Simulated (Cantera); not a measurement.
Charge: 1 mol MgO, 0.57 mol NF₃, 11 mol O₂, equilibrated at 0.0130 bar.

Method: chemical equilibrium by Gibbs-energy minimisation in Cantera with the NASA 1993 tables (ideal gas, pure condensed phases). Candidate condensed phases: Mg, MgF₂, MgO; 24 gas species. Mutual solubility and eutectic melting of coexisting phases are not modelled. The numbers say what is thermodynamically allowed, not how fast it happens.

Problem. What share of the Mg ends up in condensed phases as a function of T (°C), at 1027, 1077, 1127, 1177, 1227, 1277, 1327, 1377, 1427, 1477, 1527?

Solution. 
```
T (°C)  Mg condensed (%)                as
------  ----------------  ----------------
1027               100.0  MgF₂(s) + MgO(s)
1077                99.8  MgF₂(s) + MgO(s)
1127                99.4  MgF₂(s) + MgO(s)
1177                98.2  MgF₂(s) + MgO(s)
1227                95.0  MgF₂(s) + MgO(s)
1277                87.4  MgF₂(l) + MgO(s)
1327                73.0  MgF₂(l) + MgO(s)
1377                44.4  MgF₂(l) + MgO(s)
1427                14.5            MgO(s)
1477                14.5            MgO(s)
1527                14.5            MgO(s)
```
